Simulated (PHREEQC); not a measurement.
**Metal-bearing waste water**

Make-up at 25 °C: 14 mmol/kgw FeCl3, 120 mmol/kgw MgSO4, 0.032 mmol/kgw H2SO4 and 1.1 mmol/kgw Na2SO4. Closed to the air; pH follows from the charge balance.

Equilibrium calculation in PHREEQC: ion-association model, wateq4f.dat.

Each row changes one thing in this solution. No solid was allowed to form.

| case | pH | ionic strength (mol/kgw) | Mg+2 (mol/kgw) | MgSO4 (mol/kgw) | SO4-2 (mol/kgw) | FeSO4+ (mol/kgw) | SI of Epsomite (MgSO4:7H2O) | SI of Jarosite-Na (NaFe3(SO4)2(OH)6) |
|---|---|---|---|---|---|---|---|---|
| as made | 3.05 | 0.260 | 0.0625 | 0.0575 | 0.0485 | 0.00862 | -1.46 | +3.88 |
| H2SO4 replaced by K2SO4 at the same molality | 3.05 | 0.260 | 0.0625 | 0.0575 | 0.0485 | 0.00860 | -1.46 | +3.90 |
| diluted 10-fold with water | (withheld) | 0.0354 | 0.00825 | 0.00375 | 0.00734 | 0.000700 | -2.65 | +2.10 |
| H2SO4 left out | 3.05 | 0.260 | 0.0625 | 0.0575 | 0.0485 | 0.00860 | -1.46 | +3.90 |
| diluted 5-fold with water | 3.24 | 0.0643 | 0.0152 | 0.00885 | 0.0130 | 0.00162 | -2.28 | (withheld) |
| temperature from 25 to 60 °C | 2.87 | 0.209 | 0.0484 | 0.0716 | 0.0351 | 0.00695 | (withheld) | (withheld) |

**Question.** Fill in the missing entries.

**Answer.** 
- diluted 10-fold with water, pH: 3.32
- diluted 5-fold with water, SI of Jarosite-Na (NaFe3(SO4)2(OH)6): +2.77
- temperature from 25 to 60 °C, SI of Epsomite (MgSO4:7H2O): -1.93
- temperature from 25 to 60 °C, SI of Jarosite-Na (NaFe3(SO4)2(OH)6): +4.55

Some of these states are supersaturated (in Jarosite-Na, Hematite (slow to form), Jarosite-K, for instance). Constants without temperature data keep their 25 °C values here.
